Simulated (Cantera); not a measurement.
Charge: 1 mol SiHCl3, 0.29 mol HCl, 150 mol H2, held at 0.0100 bar.

Equilibrium computed with Cantera from the NASA thermochemical tables; the gas is ideal and each condensed phase is pure. Candidate condensed phases: Si; 19 gas species. Gases not in the tables: Si2H6 and higher silanes. Kinetics and transport are ignored.

Task: What share of the Si ends up in condensed phases as a function of T (°C), at 902, 1002, 1102, 1202, 1302, 1402, 1502, 1602, 1702, 1802, 1902, 2002, 2102, 2202?

Result: 
```
T (°C)  Si condensed (%)     as
------  ----------------  -----
902                 84.2  Si(s)
1002                84.0  Si(s)
1102                83.0  Si(s)
1202                81.8  Si(s)
1302                80.5  Si(s)
1402                78.7  Si(s)
1502                76.9  Si(l)
1602                66.1  Si(l)
1702                26.5  Si(l)
1802                 0.0      -
1902                 0.0      -
2002                 0.0      -
2102                 0.0      -
2202                 0.0      -
```
